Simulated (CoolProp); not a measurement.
Values from CoolProp's reference Helmholtz-energy equation of state, Schroeder 2014.

For ethanol, give the phase and the cp (kJ/(kg K)), cv (kJ/(kg K)), viscosity (µPa s), conductivity (mW/(m K)) at 346.85 °C and 26900 kPa; 346.85 °C and 35800 kPa; 346.85 °C and 49200 kPa.


- 346.85 °C and 26900 kPa: supercritical; cp 4.48, cv 3.01, viscosity 54.1, conductivity 131
- 346.85 °C and 35800 kPa: supercritical; cp 4.29, cv 2.99, viscosity 64.0, conductivity 139
- 346.85 °C and 49200 kPa: supercritical; cp 4.09, cv 2.98, viscosity 74.5, conductivity 148

Viscosity comes from a separate model (Kiselev 2005). Thermal conductivity comes from a separate model (Assael 2013).
